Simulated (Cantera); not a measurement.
A closed system holds: 1 mol Si(CH3)4, 12 mol H2, held at 2100 K and 0.100 bar.

Method: chemical equilibrium by Gibbs-energy minimisation in Cantera with the NASA 1993 tables (ideal gas, pure condensed phases). Candidate condensed phases: C, C6H6, C7H8, C8H18, Si, SiC; 87 gas species. Gases not in the tables: Si2H6 and higher silanes. Kinetics and transport are ignored.

Base state: H2 0.989, H 0.00980, C2H2 (acetylene) 0.00143, Si 0.000104, CH4 3.22e-5, SiH 1.77e-5, SiH2 1.41e-5 (mole fractions); condensed: C(graphite) + SiC(s).

What changes in the equilibrium state with this change: temperature from 2100 K to 1725 K?


```json
[
 {"species": "H2", "before": "0.989", "after": "0.999"},
 {"species": "H", "before": "0.00980", "after": "0.000587"},
 {"species": "CH4", "before": "3.22e-5", "after": "9.97e-5"},
 {"species": "C2H2 (acetylene)", "before": "0.00143", "after": "9.21e-5"},
 {"species": "SiH2", "before": "1.41e-5", "after": "2.90e-7"},
 {"species": "Si", "before": "0.000104", "after": "1.71e-7"},
 {"species": "SiH", "before": "1.77e-5", "after": "7.72e-8"},
 {"species": "C(graphite), mol", "before": "2.95", "after": "2.99"},
 {"species": "SiC(s), mol", "before": "0.997", "after": "1.000"}
]
```

What changes in the equilibrium state with this change: temperature from 2100 K to 2050 K?


```json
[
 {"species": "H2", "before": "0.989", "after": "0.992"},
 {"species": "H", "before": "0.00980", "after": "0.00714"},
 {"species": "C2H2 (acetylene)", "before": "0.00143", "after": "0.00105"},
 {"species": "Si", "before": "0.000104", "after": "5.07e-5"},
 {"species": "SiH", "before": "1.77e-5", "after": "9.67e-6"},
 {"species": "SiH2", "before": "1.41e-5", "after": "9.12e-6"},
 {"species": "CH4", "before": "3.22e-5", "after": "3.67e-5"},
 {"species": "C(graphite), mol", "before": "2.95", "after": "2.96"},
 {"species": "SiC(s), mol", "before": "0.997", "after": "0.999"}
]
```
